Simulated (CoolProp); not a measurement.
The fluid at 399.88 K and 2.57 MPa (stagnation) flows isentropically through a choked orifice. The same conditions are run with several fluids, on thermodynamics alone (safety and materials aside).

The numbers come from the reference Helmholtz-energy equation of state of each fluid (chloromethane (R40): Thol 2014; R410A: Lemmon 2003; carbonyl sulfide: Lemmon 2006; R152A: Outcalt 1996; R407C: Lemmon 2003) in CoolProp. Blends and air are pseudo-pure fits.

### Question
Rank chloromethane (R40), R410A, carbonyl sulfide, R152A, R407C by throat to inlet pressure ratio, highest first.

### Answer
R152A (0.600), R407C (0.594), R410A (0.584), chloromethane (R40) (0.569), carbonyl sulfide (0.565)

```tsv
fluid	mass flux (kg/(m² s))	throat temperature (K)
chloromethane (R40)	7080	357.0
R410A	8020	370.6
carbonyl sulfide	7540	355.7
R152A	7860	373.3
R407C	8740	375.1
```
